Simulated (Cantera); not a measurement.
Feed: 1 mol Si, 2.3 mol HBr, 1 mol H₂, equilibrated at 577 °C and 7.50 Torr.

Method: chemical equilibrium by Gibbs-energy minimisation in Cantera with the NASA 1993 tables (ideal gas, pure condensed phases). Candidate condensed phases: Br₂, Si; 19 gas species. The tables' values for SiBr₃ are old estimates; treat these amounts as uncertain. Kinetics and transport are ignored.

Base state: H₂ 0.773, SiBr₄ 0.200, HBr 0.0191, SiHBr₃ 0.00750, SiBr₂ 0.000321, SiBr₃ 0.000259, SiH₂Br₂ 0.000132 (mole fractions); condensed: Si(s).

### Question
What changes in the equilibrium state with this change: HBr from 2.3 to 22 mol?

### Answer
| species | before | after |
|---|---|---|
| HBr | 0.0191 | 0.818 |
| H₂ | 0.773 | 0.136 |
| SiBr₄ | 0.200 | 0.0454 |
| SiH₂Br₂ | 0.000132 | <1e-9 |
| SiBr₂ | 0.000321 | 6.99e-9 |
| Si(s), mol | 0.432 | 0 |

### Question
What changes in the equilibrium state with this change: temperature from 577 °C to 1375 °C?

### Answer
```tsv
species	before	after
H₂	0.773	0.541
SiBr₂	0.000321	0.229
HBr	0.0191	0.211
SiBr₄	0.200	0.000148
Br	3.33e-8	0.0154
H	<1e-9	0.000656
SiBr	<1e-9	0.000618
Si	<1e-9	2.58e-5
SiHBr₃	0.00750	4.01e-5
Si(s), mol	0.432	0.229
```
The tables' values for SiBr₃, SiBr are old estimates; treat these amounts as uncertain.
